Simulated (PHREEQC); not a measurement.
1 kg of water holding 0.19 mol/kgw Na2CO3, 0.4 mol/kgw Na2SO4 and 0.22 mol/kgw KCl is evaporated at 25 °C; the solids stay in contact with the brine. CO2 is held at log p = -3.4 (atm). The run lets Arcanite, Burkeite, Glaserite, Halite, Kalicinite, Mirabilite, Misenite, Nahcolite, Natron, Sylvite, Thenardite, Trona precipitate or redissolve, and no other solid.

Equilibrium calculation in PHREEQC: Pitzer model, pitzer.dat.

### Question
Predict ionic strength, water activity at water left (kg) = 0.5547, 0.3078, 0.1403, 0.0481.

### Answer
```
water left (kg)  ionic strength  water activity
---------------  --------------  --------------
0.5547                     3.53           0.949
0.3078                     6.38           0.908
0.1403                     11.9           0.795
0.0481                     9.70           0.738
```

Complexes and solids missing from the database can't appear.
